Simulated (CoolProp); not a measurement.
Vapour-liquid equilibrium of C2F6 (R116) (1) + R22 (2) at 265 K; x and y are mole fractions of (1).

Computed with CoolProp (multi-fluid Helmholtz-energy mixture model, Lemmon 2006 and Kamei 1995; pair parameters Bell 2016).

```tsv
x	bubble pressure, mixture model (bar)	bubble pressure, Raoult's law (bar)	y, mixture model	y, Raoult's law
0.05	5.796	4.335	0.347	0.170
0.15	8.541	5.435	0.566	0.408
0.25	10.17	6.534	0.647	0.565
0.35	11.20	7.634	0.691	0.678
0.45	11.95	8.733	0.723	0.762
0.55	12.59	9.833	0.754	0.827
0.65	13.19	10.93	0.788	0.879
0.75	13.76	12.03	0.831	0.921
0.85	14.28	13.13	0.885	0.957
0.95	14.67	14.23	0.956	0.987
```

The largest gap from Raoult's law is +57.1 % in bubble pressure, at x = 0.15. No azeotrope shows between x = 0.05 and 0.95.

Pair parameters are fitted to limited data, so mixtures are less certain than the pure fluids. With so large a gap from Raoult's law the liquid may split in two, which this calculation doesn't test in full.
